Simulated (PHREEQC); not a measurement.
1 kg of water holding 0.019 mol/kgw NaBr, 0.58 mol/kgw MgBr2 and 0.17 mol/kgw KCl is evaporated at 25 °C; the solids stay in contact with the brine. The system is closed to CO2. Only these solids could form: Bischofite, Brucite, Carnallite, Halite, Sylvite, MgCl2_4H2O.

The numbers come from PHREEQC with the Pitzer model, pitzer.dat.

| water left (kg) | ionic strength | water activity | Mg in solution (mol/kgw) | Cl in solution (mol/kgw) | K in solution (mol/kgw) |
|---|---|---|---|---|---|
| 1 | 1.93 | 0.961 | 0.580 | 0.170 | 0.170 |
| 0.8219 | 2.35 | 0.951 | 0.706 | 0.207 | 0.207 |
| 0.6755 | 2.86 | 0.937 | 0.859 | 0.252 | 0.252 |
| 0.5552 | 3.47 | 0.919 | 1.04 | 0.306 | 0.306 |
| 0.4563 | 4.23 | 0.894 | 1.27 | 0.373 | 0.373 |
| 0.375 | 5.14 | 0.860 | 1.55 | 0.453 | 0.453 |
| 0.3082 | 6.26 | 0.815 | 1.88 | 0.552 | 0.552 |

Species that the database lacks are ignored.
